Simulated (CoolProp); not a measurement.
Model: reference Helmholtz-energy equation of state, Tillner-Roth 1994, in CoolProp.

### Question
Give the vapour pressure (kPa), liquid density (kg/m³), surface tension (mN/m) of saturated R134a at 282.8, 287.3, 296.4 K.

### Answer
```
T (K)  p (kPa)  liquid density (kg/m³)  surface tension (mN/m)
-----  -------  ----------------------  ----------------------
282.8      410                    1260                    10.1
287.3      475                    1250                    9.48
296.4      631                    1210                    8.26
```

Surface tension comes from a separate correlation (Mulero 2012).
